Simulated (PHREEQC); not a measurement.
Consider water at 25 °C with 0.00091 mol/kgw Cu(BF4)2, 2.4e-05 mol/kgw HCl and 0.00011 mol/kgw Na2SO4. Closed to the air; pH follows from the charge balance.

Equilibrium calculation in PHREEQC: ion-association model, phreeqc.dat.

This is a speciation only: nothing precipitates in the calculation.

**Question.** Order these F species by the share of F that they hold, largest first: F-, BF3OH-, HF, BF2(OH)2-, BF4-.

**Answer.** BF4- (40 %), HF (28 %), F- (24 %), BF3OH- (5.4 %), BF2(OH)2- (2.4 %)

**Question.** Order these B species by the share of B that they hold, largest first: BF2(OH)2-, BF4-, BF3OH-, H3BO3.

**Answer.** H3BO3 (48 %), BF4- (40 %), BF3OH- (7.2 %), BF2(OH)2- (4.8 %)

The pH is 3.07 and the ionic strength 0.00387 mol/kgw. Complexes and solids missing from the database can't appear. Real BF4- forms and hydrolyses slowly; the run takes it at equilibrium.
